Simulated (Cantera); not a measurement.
Si3N4 + Cl2 + N2 (nitride etching)

A closed system holds: 1 mol Si3N4, a varied amount of Cl2, 27 mol N2, held at 1948.15 K and 0.000480 bar.

Method: chemical equilibrium by Gibbs-energy minimisation in Cantera with the NASA 1993 tables (ideal gas, pure condensed phases). Candidate condensed phases: Si, Si3N4; 13 gas species. The tables' values for SiCl, SiCl3, SiN are old estimates; treat these amounts as uncertain. Rates play no part.

From 0.67 mol Cl2 to 1 mol Cl2 the condensed part is Si(l). From 1.4 mol Cl2 to 3.5 mol Cl2 nothing is condensed. The main Si-bearing gas is Si at 0.67 mol Cl2 and SiCl2 at 3.5 mol Cl2.

```csv
n(Cl2) (mol),log p N2,log p SiCl2,log p Si,log p Cl,log p SiCl,log p SiCl3,log p Si2,log p Si2N,n Si(l)
0.67,-3.35,-5.06,-4.63,-5.81,-5.78,-8.35,-6.67,-6.70,0.736
1,-3.36,-4.88,-4.63,-5.72,-5.69,-8.08,-6.67,-6.70,0.387
1.4,-3.36,-4.73,-4.64,-5.64,-5.62,-7.85,-6.69,-6.72,0
1.7,-3.36,-4.64,-4.72,-5.55,-5.62,-7.68,-6.85,-6.89,0
2.1,-3.36,-4.55,-4.86,-5.43,-5.64,-7.47,-7.13,-7.16,0
2.5,-3.37,-4.47,-5.06,-5.30,-5.70,-7.26,-7.52,-7.55,0
2.8,-3.37,-4.43,-5.26,-5.17,-5.78,-7.09,-7.94,-7.97,0
3.2,-3.37,-4.39,-5.67,-4.95,-5.97,-6.83,-8.74,-8.78,0
3.5,-3.38,-4.38,-6.02,-4.77,-6.14,-6.64,-9.45,-9.48,0
```
log p: log10 of the partial pressure in bar; n: condensed amount in mol.
